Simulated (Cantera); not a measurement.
Reactions in the system Cr-H-O

Source: NASA polynomial tables (part measured, part estimated), evaluated in Cantera. Values are per mole of reaction as written; species without (g) are pure solids or liquids, kept so even where they would boil at 1 bar.

3 H₂(g) + 2 CrO₃(g) ⇌ 6 OH(g) + 2 Cr

```csv
T (K),ΔH° (kJ),ΔS° (J/K),ΔG° (kJ),log10 K
1650,832.4,237.9,439.8,-13.92
1700,833.9,238.8,427.9,-13.15
1750,835.5,239.7,415.9,-12.41
1800,837.2,240.7,403.9,-11.72
1850,839.1,241.7,391.9,-11.06
```
